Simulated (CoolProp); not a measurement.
Vapour pressure (bar) of carbonyl sulfide: the reference equation beside estimates from Tc = 378.8 K, pc = 63.69 bar, ω = 0.098. Clausius-Clapeyron is anchored at 310.7 K with a constant enthalpy of vaporisation of 13.82 kJ/mol.

The numbers come from the reference Helmholtz-energy equation of state, Lemmon 2006 in CoolProp. It is a short technical equation, of lower accuracy than the large ones.

```tsv
T (K)	reference	Lee-Kesler	Clausius-Clapeyron	Soave-Redlich-Kwong	Peng-Robinson
278.6	7.621	7.633	9.324	7.647	7.615
289.3	10.22	10.24	11.63	10.28	10.21
300	13.41	13.44	14.27	13.53	13.42
310.7	17.27	17.31	17.27	?	17.30
321.4	21.88	21.91	20.64	22.16	21.95
332.1	27.32	27.35	24.38	?	27.45
342.8	33.67	33.71	28.51	34.17	?
353.5	41.06	41.12	33.02	41.63	41.36
```

Complete the blanks.


- 310.7, Soave-Redlich-Kwong: 17.47
- 332.1, Soave-Redlich-Kwong: 27.71
- 342.8, Peng-Robinson: 33.89

Absolute difference from the reference over all 8 rows, mean and median: Lee-Kesler 0.2 and 0.2 %, Clausius-Clapeyron 11.7 and 12.3 %, Soave-Redlich-Kwong 1.1 and 1.2 %, Peng-Robinson 0.3 and 0.2 %.
